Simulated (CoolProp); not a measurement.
20 sccm (0 °C, 1 atm) of nitrogen bubbles through liquid water at 338.1 K and leaves saturated at a total pressure of 0.15 MPa (ideal gas phase). Each further row changes one setting.

Values from CoolProp's reference Helmholtz-energy equation of state, Wagner 2002.

| case | vapour pressure (kPa) | mole fraction of vapour | delivery (mg/min) | delivery (sccm) | change of delivery for a bath 1 K warmer (%) |
|---|---|---|---|---|---|
| as stated | 25.0 | ? | ? | 4.00 | ? |
| bath temperature 343.1 K | 31.1 | ? | 4.21 | ? | ? |
| total pressure 0.3 MPa | 25.0 | 0.0833 | 1.46 | ? | 5.0 |

**Question.** Some entries are withheld; supply them.

**Answer.** 
- as stated, mole fraction of vapour: 0.167
- as stated, delivery (mg/min): 3.21
- as stated, change of delivery for a bath 1 K warmer (%): 5.5
- bath temperature 343.1 K, mole fraction of vapour: 0.208
- bath temperature 343.1 K, delivery (sccm): 5.24
- bath temperature 343.1 K, change of delivery for a bath 1 K warmer (%): 5.6
- total pressure 0.3 MPa, delivery (sccm): 1.82
